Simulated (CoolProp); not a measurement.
n-nonane along the isobar 8.84 bar: fugacity coefficient from the reference equation and from simpler models built on Tc = 594.5 K, pc = 22.82 bar, ω = 0.443; each cubic takes its own stable root.

The numbers come from the reference Helmholtz-energy equation of state, Lemmon 2006 in CoolProp. It is a short technical equation, of lower accuracy than the large ones.

```
T (K)  phase  reference  van der Waals  Redlich-Kwong  Soave-Redlich-Kwong  Peng-Robinson
-----  -----  ---------  -------------  -------------  -------------------  -------------
538.2    gas     0.8040         0.8544         0.8278               0.8147              …
547      gas     0.8160         0.8600         0.8357               0.8251         0.8122
555.9    gas     0.8272              …         0.8431               0.8349         0.8220
564.7    gas          …         0.8704         0.8501                    …         0.8312
573.5    gas          …         0.8752         0.8566               0.8525         0.8397
582.3    gas     0.8554         0.8798         0.8628               0.8605         0.8478
591.2    gas     0.8635         0.8842         0.8687               0.8681         0.8555
600      gas     0.8710         0.8883         0.8742               0.8752         0.8627
```

Task: Fill in the missing entries.

Result: 
- 538.2, Peng-Robinson: 0.8018
- 555.9, van der Waals: 0.8654
- 564.7, reference: 0.8373
- 564.7, Soave-Redlich-Kwong: 0.8440
- 573.5, reference: 0.8467
